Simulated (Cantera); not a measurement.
**Hydrocarbon pyrolysis for carbon deposition**

A perfectly stirred reactor is fed with 2.18 % CH₄, 93.7 % N₂, 4.14 % H₂O, at 1.00 bar; it is held at 1875 K, and followed from long to short residence time.

Detailed kinetics in Cantera: GRI-Mech 3.0 (53 species, 325 reactions).

```json
[
 {"τ (s)": "19", "x CH₄": "0.000116", "x H": "0.000163", "x HCN": "1.36e-5", "x C₂H₂": "3.53e-5", "x C₂H₄": "5.72e-8", "x C₂H": "1.08e-9", "x H₂": "0.0634"},
 {"τ (s)": "4.2", "x CH₄": "0.000338", "x H": "0.000162", "x HCN": "4.59e-5", "x C₂H₂": "0.000287", "x C₂H₄": "4.75e-7", "x C₂H": "8.87e-9", "x H₂": "0.0620"},
 {"τ (s)": "0.94", "x CH₄": "0.000784", "x H": "0.000156", "x HCN": "7.71e-5", "x C₂H₂": "0.00133", "x C₂H₄": "2.40e-6", "x C₂H": "4.25e-8", "x H₂": "0.0576"},
 {"τ (s)": "0.21", "x CH₄": "0.00153", "x H": "0.000143", "x HCN": "5.82e-5", "x C₂H₂": "0.00356", "x C₂H₄": "8.55e-6", "x C₂H": "1.23e-7", "x H₂": "0.0489"},
 {"τ (s)": "0.046", "x CH₄": "0.00280", "x H": "0.000119", "x HCN": "2.94e-5", "x C₂H₂": "0.00600", "x C₂H₄": "2.92e-5", "x C₂H": "2.25e-7", "x H₂": "0.0376"},
 {"τ (s)": "0.010", "x CH₄": "0.00535", "x H": "8.99e-5", "x HCN": "1.14e-5", "x C₂H₂": "0.00666", "x C₂H₄": "0.000113", "x C₂H": "2.59e-7", "x H₂": "0.0270"},
 {"τ (s)": "0.0023", "x CH₄": "0.00997", "x H": "5.96e-5", "x HCN": "3.13e-6", "x C₂H₂": "0.00478", "x C₂H₄": "0.000390", "x C₂H": "1.86e-7", "x H₂": "0.0172"},
 {"τ (s)": "0.00051", "x CH₄": "0.0164", "x H": "2.68e-5", "x HCN": "3.90e-7", "x C₂H₂": "0.00140", "x C₂H₄": "0.000727", "x C₂H": "5.06e-8", "x H₂": "0.00642"},
 {"τ (s)": "0.00011", "x CH₄": "0.0210", "x H": "5.18e-6", "x HCN": "6.22e-9", "x C₂H₂": "2.93e-5", "x C₂H₄": "0.000118", "x C₂H": "5.12e-10", "x H₂": "0.000591"}
]
```
x: mole fraction; the columns are a selection and need not sum to one.
